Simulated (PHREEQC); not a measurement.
A solution holds 0.0029 mol/kgw H3BO3, 0.25 mol/kgw K2HPO4 and 7.1e-05 mol/kgw KCl, at 90 °C. Closed to the air; pH follows from the charge balance.

The numbers come from PHREEQC with the ion-association model, phreeqc.dat.

The ionic strength comes out as 0.693 mol/kgw. What activity coefficients do H2PO4-, OH-, K+, KHPO4-, PO4-3 get?

H2PO4- 0.64, OH- 0.57, K+ 0.58, KHPO4- 0.64, PO4-3 0.0088.

Precipitation was switched off in this run. Complexes and solids missing from the database can't appear. Away from 25 °C the constants follow the database's enthalpies or fits; those with neither stay at their 25 °C values.
